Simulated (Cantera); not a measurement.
What does this Cantera script print?

```python
import numpy as np
import cantera as ct

gas_names = [...]  # 47 gases of nasa_gas.yaml made of Cl, H, N, O, Si
cond_names = """
    H2O(s) H2O(L) NH4CL(a) NH4CL(b) Si(cr) Si(L) SiO2(Lqz) SiO2(hqz) SiO2(L) Si2N2O(s) Si3N4(a)
""".split()


# ... load() reads the species with a 1 bar reference pressure and builds the phases ...
atoms = {
    'SiH2Cl2': {'Si': 1, 'H': 2, 'CL': 2},
    'HCl': {'H': 1, 'CL': 1},
    'N2': {'N': 2},
    'O2': {'O': 2},
}
top_T = {'Si2N2O(s)': 2100, 'Si3N4(a)': 2400}  # K; cautious upper limits of use, not melting points


# ... equilibrate(T, P, feed) seeds the gas with the atoms and calls Mixture.equilibrate('TP', solver="vcs", rtol=1e-11, max_steps=5000) ...
results = []
feed = {'SiH2Cl2': 1, 'HCl': 0.058, 'N2': 89, 'O2': 0.00089}  # mol
P = 101325  # Pa
for T in [873, 948, 1023, 1098, 1173, 1248, 1323, 1398, 1473, 1548, 1623, 1698]:
    mix = equilibrate(T, P, feed)
    results.append((T, P, feed, dict(zip(mix.species_names, mix.species_moles))))

top = {s: max(r[3][s] / sum(r[3][g] for g in gas_names) for r in results) for s in gas_names}
cols = sorted((s for s in top if top[s] > 0.001), key=lambda s: -top[s])[:5]
seen = [c for c in cond_names if any(r[3].get(c, 0) > 1e-12 for r in results)]
print("log10 of partial pressures in bar; condensed amounts in mol")
print(f"{'T/K':>10s}" + "".join(f"{s[:9]:>10s}" for s in cols + seen))
for T, P, feed, n in results:
    ng = sum(n[g] for g in gas_names)
    print(f"{T:10.4g}" + "".join(f"{np.log10(max(n[s] / ng * P / 1e5, 1e-99)):10.3f}" for s in cols)
          + "".join(f"{n.get(c, 0):10.4g}" for c in seen))
```

It prints:

```
log10 of partial pressures in bar; condensed amounts in mol
       T/K        N2       HCL        H2     SiCL2     SiCL4 Si2N2O(s)  Si3N4(a)
       873    -0.003    -1.816    -2.408   -10.202    -2.709   0.00178    0.2741
       948    -0.003    -1.800    -2.441    -8.879    -2.742   0.00178    0.2783
      1023    -0.004    -1.788    -2.470    -7.753    -2.771   0.00178    0.2817
      1098    -0.004    -1.778    -2.494    -6.785    -2.797   0.00178    0.2844
      1173    -0.004    -1.770    -2.516    -5.944    -2.821   0.00178    0.2866
      1248    -0.004    -1.764    -2.534    -5.208    -2.845   0.00178    0.2882
      1323    -0.004    -1.759    -2.548    -4.561    -2.874   0.00178    0.2889
      1398    -0.004    -1.757    -2.555    -3.995    -2.918   0.00178    0.2878
      1473    -0.004    -1.759    -2.550    -3.507    -2.993  0.001779    0.2832
      1548    -0.004    -1.767    -2.526    -3.102    -3.130  0.001768    0.2725
      1623    -0.004    -1.787    -2.475    -2.789    -3.360  0.001687    0.2539
      1698    -0.004    -1.821    -2.402    -2.564    -3.688  0.001169    0.2287
```

Cantera equilibrium calculation (NASA polynomials, part measured and part estimated; ideal gas, pure solids and liquids). N2 is the only nitrogen source here; it is nearly inert below about 1500 K, so the nitride shown seldom forms there in practice. Mutual solubility and eutectic melting of coexisting phases are not modelled. The tables' values for SiCl3 are old estimates; treat these amounts as uncertain.
